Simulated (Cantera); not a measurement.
An isothermal, constant-pressure homogeneous reactor starts with CH4 : H2 : N2 = 0.042 : 1 : 0.002 (molar parts), at 1423 K and 3500 Pa. Integrator tolerance rtol = 1e-08.

Model: GRI-Mech 3.0 (53 species, 325 reactions), integrated in Cantera. GRI-Mech 3.0 stops at C3 and has no aromatics, soot or wall deposition, so with more carbon than oxygen in the feed, carbon stays in small species such as C2H2 where larger ones or solid carbon would form. Radical loss at walls, strong at low pressure, is not modelled.

Task: What does this change do: pressure from 3500 Pa to 2670 Pa?

Result: 
```json
[
 {"quantity": "x(CH4) at 40.0 s", "before": "0.0327 (gas-phase equilibrium 0.00817)", "after": "0.0334 (gas-phase equilibrium 0.00642)"},
 {"quantity": "x(H2) at 40.0 s", "before": "0.962 (gas-phase equilibrium 0.975)", "after": "0.961 (gas-phase equilibrium 0.975)"},
 {"quantity": "x(C2H2) at 40.0 s", "before": "0.00352 (gas-phase equilibrium 0.0142)", "after": "0.00320 (gas-phase equilibrium 0.0151)"},
 {"quantity": "x(H) at 40.0 s", "before": "2.94e-5 (gas-phase equilibrium 3.53e-5)", "after": "3.29e-5 (gas-phase equilibrium 4.05e-5)"},
 {"quantity": "x(CH2) at 40.0 s", "before": "4.51e-10 (gas-phase equilibrium 1.60e-10)", "after": "5.79e-10 (gas-phase equilibrium 1.65e-10)"},
 {"quantity": "x(C2H4) at 40.0 s", "before": "9.20e-5 (gas-phase equilibrium 0.000308)", "after": "6.99e-5 (gas-phase equilibrium 0.000250)"}
]
```

Task: What does this change do: pressure from 3500 Pa to 1330 Pa?

Result: 
```json
[
 {"quantity": "x(CH4) at 40.0 s", "before": "0.0327 (gas-phase equilibrium 0.00817)", "after": "0.0350 (gas-phase equilibrium 0.00338)"},
 {"quantity": "x(H2) at 40.0 s", "before": "0.962 (gas-phase equilibrium 0.975)", "after": "0.961 (gas-phase equilibrium 0.977)"},
 {"quantity": "x(C2H2) at 40.0 s", "before": "0.00352 (gas-phase equilibrium 0.0142)", "after": "0.00248 (gas-phase equilibrium 0.0167)"},
 {"quantity": "x(H) at 40.0 s", "before": "2.94e-5 (gas-phase equilibrium 3.53e-5)", "after": "4.40e-5 (gas-phase equilibrium 5.73e-5)"},
 {"quantity": "x(CH2) at 40.0 s", "before": "4.51e-10 (gas-phase equilibrium 1.60e-10)", "after": "1.08e-9 (gas-phase equilibrium 1.74e-10)"},
 {"quantity": "x(C2H4) at 40.0 s", "before": "9.20e-5 (gas-phase equilibrium 0.000308)", "after": "4.12e-5 (gas-phase equilibrium 0.000138)"}
]
```
